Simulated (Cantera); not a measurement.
Charge: 1 mol PbO, a varied amount of O2, 0.34 mol H2, equilibrated at 0.00130 bar.

Equilibrium computed with Cantera from the NASA thermochemical tables; the gas is ideal and each condensed phase is pure. Candidate condensed phases: H2O, Pb, PbO, PbO2, Pb3O4; 12 gas species. Mutual solubility and eutectic melting of coexisting phases are not modelled. Equilibrium is a limit: real reactors are often held back by kinetics, nucleation or transport.

Stable condensed phases, one row left out:

```
T in K \ n(O2) in mol
          0.01 0.017 0.028 0.045 0.072  0.12  0.19  0.31   0.5
   1550      A     A     A     A     A     A     A     A     A
   1450      A     A     A     A     A     A     A     A     A
   1350      A     A     A     A     A     A     A     A     A
   1250      B     B     B     B     B     B     B     B     B
   1150      C     C     C     C     C     C     B     B     B
   1050      C     C     C     C     C     C     B     B     B
    950      C     C     C     C     C     C     B     B     B
    850      C     C     C     C     C     C     B     B     B
    750      C     C     C     C     C     C     B     B     B
    650      C     C     C     C     C     C     B     B     B
    450      C     C     C     C     C     C     D     D     E
```

A: gas only; B: PbO; C: Pb + PbO; D: PbO + Pb3O4; E: Pb3O4.

Task: Give the row for 550 K.

Result: 0.01: Pb + PbO; 0.017: Pb + PbO; 0.028: Pb + PbO; 0.045: Pb + PbO; 0.072: Pb + PbO; 0.12: Pb + PbO; 0.19: PbO; 0.31: PbO; 0.5: PbO.
